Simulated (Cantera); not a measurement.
Charge: 1 mol SiCl₄, 1.7 mol Cl₂, 14 mol H₂, held at 675 K and 1.70 bar.

Method: chemical equilibrium by Gibbs-energy minimisation in Cantera with the NASA 1993 tables (ideal gas, pure condensed phases). Candidate condensed phases: Si; 19 gas species. Rates play no part.

Base state: H₂ 0.736, HCl 0.204, SiCl₄ 0.0599, SiHCl₃ 2.84e-5 (mole fractions); condensed: gas only.

Q: What changes in the equilibrium state with this change: temperature from 675 K to 1373 K?

A: 
```json
[
 {"species": "H₂", "before": "0.736", "after": "0.719"},
 {"species": "HCl", "before": "0.204", "after": "0.221"},
 {"species": "SiCl₄", "before": "0.0599", "after": "0.0436"},
 {"species": "SiCl₃", "before": "<1e-9", "after": "0.00455"},
 {"species": "SiCl₂", "before": "<1e-9", "after": "0.00219"},
 {"species": "SiH₂Cl₂", "before": "<1e-9", "after": "0.000273"}
]
```
The tables' values for SiCl₃ are old estimates; treat these amounts as uncertain.
